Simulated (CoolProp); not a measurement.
Nitrogen at several states: fugacity coefficient from the reference equation and from simpler models built on Tc = 126.2 K, pc = 3396 kPa, ω = 0.037; each cubic takes its own stable root.

Model: reference Helmholtz-energy equation of state, Span 2000, in CoolProp.

```json
[
 {"T (K)": "904.3", "p (kPa)": "7950", "phase": "supercritical", "reference": "1.030", "Redlich-Kwong": "1.022", "Peng-Robinson": "1.024"},
 {"T (K)": "821.8", "p (kPa)": "2820", "phase": "gas", "reference": "1.011", "Redlich-Kwong": "1.008", "Peng-Robinson": "1.009"},
 {"T (K)": "510", "p (kPa)": "11400", "phase": "supercritical", "reference": "1.050", "Redlich-Kwong": "1.032", "Peng-Robinson": "1.039"},
 {"T (K)": "313.4", "p (kPa)": "1220", "phase": "gas", "reference": "0.9992", "Redlich-Kwong": "0.9969", "Peng-Robinson": "0.9964"},
 {"T (K)": "72.8", "p (kPa)": "2840", "phase": "liquid", "reference": "0.02283", "Redlich-Kwong": "0.01829", "Peng-Robinson": "0.02288"},
 {"T (K)": "616.4", "p (kPa)": "17.2", "phase": "gas", "reference": "1.000", "Redlich-Kwong": "1.000", "Peng-Robinson": "1.000"}
]
```
